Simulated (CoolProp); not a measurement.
Vapour-liquid equilibrium of dimethyl ether (1) + R227EA (2) at 3.23 bar; x and y are mole fractions of (1).

Model: multi-fluid Helmholtz-energy mixture model, Wu 2011 and Lemmon 2016; pair parameters Bell 2016, in CoolProp.

| x | bubble temperature (K) | y at the bubble point | dew temperature at overall composition x (K) | liquid density (mol/L) |
|---|---|---|---|---|
| 0.05 | 288.6 | 0.022 | 289.7 | 8.648 |
| 0.2 | 291.8 | 0.150 | 292.4 | 9.347 |
| 0.35 | 292.9 | 0.362 | 292.9 | 10.12 |
| 0.5 | 291.1 | 0.595 | 292.1 | 11.03 |
| 0.65 | 287.5 | 0.782 | 290.2 | 12.06 |
| 0.8 | 283.5 | 0.905 | 287.0 | 13.22 |
| 0.95 | 279.8 | 0.981 | 281.5 | 14.54 |

y crosses x between x = 0.2 and 0.35: the model has an azeotrope there.

The pair parameters rest on a limited set of measurements; away from them the model extrapolates.
